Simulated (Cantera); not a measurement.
A closed system holds: 1 mol BN, 0.89 mol NF3, 3.4 mol N2, 23 mol Cl2, at 1850 K and 0.100 bar.

Cantera equilibrium calculation (NASA polynomials, part measured and part estimated; ideal gas, pure solids and liquids). Candidate condensed phases: B, BN; 21 gas species. The tables' values for BF2 are old estimates; treat these amounts as uncertain. The numbers say what is thermodynamically allowed, not how fast it happens.

Base state: Cl 0.623, Cl2 0.246, N2 0.106, BF3 0.0217, BCl3 0.00268, BF2 1.24e-5 (mole fractions); condensed: gas only.

Question: What changes in the equilibrium state with this change: temperature from 1850 K to 1398 K?

Answer: 
```tsv
species	before	after
Cl2	0.246	0.741
N2	0.106	0.148
Cl	0.623	0.0762
BF3	0.0217	0.0304
BF2	1.24e-5	1.92e-8
BCl3	0.00268	0.00375
```
